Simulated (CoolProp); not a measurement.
Saturated liquid density (kg/m³) of isopentane: the reference equation beside estimates from Tc = 460.3 K, pc = 3.378 MPa, ω = 0.227. Rackett uses Z = 0.29056 − 0.08775 ω.

The numbers come from the reference Helmholtz-energy equation of state, Lemmon 2006 in CoolProp. It is a short technical equation, of lower accuracy than the large ones.

```json
[
 {"T (K)": "299.3", "reference": "613.8", "Rackett": "619.7", "van der Waals": "378.6", "Redlich-Kwong": "553.6", "Soave-Redlich-Kwong": "570.6", "Peng-Robinson": "645.2"},
 {"T (K)": "319.1", "reference": "593.0", "Rackett": "598.0", "van der Waals": "365.6", "Redlich-Kwong": "530.8", "Soave-Redlich-Kwong": "549.2", "Peng-Robinson": "621.8"},
 {"T (K)": "339", "reference": "570.8", "Rackett": "574.8", "van der Waals": "351.5", "Redlich-Kwong": "505.6", "Soave-Redlich-Kwong": "525.2", "Peng-Robinson": "595.3"},
 {"T (K)": "358.9", "reference": "546.7", "Rackett": "549.7", "van der Waals": "336.1", "Redlich-Kwong": "477.9", "Soave-Redlich-Kwong": "498.0", "Peng-Robinson": "565.1"},
 {"T (K)": "378.7", "reference": "520.2", "Rackett": "522.4", "van der Waals": "318.9", "Redlich-Kwong": "447.1", "Soave-Redlich-Kwong": "467.2", "Peng-Robinson": "530.2"},
 {"T (K)": "398.6", "reference": "489.8", "Rackett": "491.4", "van der Waals": "299.3", "Redlich-Kwong": "411.8", "Soave-Redlich-Kwong": "431.0", "Peng-Robinson": "488.9"},
 {"T (K)": "418.5", "reference": "453.5", "Rackett": "454.8", "van der Waals": "276.1", "Redlich-Kwong": "370.3", "Soave-Redlich-Kwong": "387.4", "Peng-Robinson": "438.4"},
 {"T (K)": "438.3", "reference": "406.1", "Rackett": "407.3", "van der Waals": "246.5", "Redlich-Kwong": "318.1", "Soave-Redlich-Kwong": "331.2", "Peng-Robinson": "372.4"}
]
```

Absolute difference from the reference over all 8 rows, mean and median: Rackett 0.5 and 0.5 %, van der Waals 38.7 and 38.6 %, Redlich-Kwong 14.3 and 13.3 %, Soave-Redlich-Kwong 10.8 and 9.5 %, Peng-Robinson 3.9 and 3.8 %.
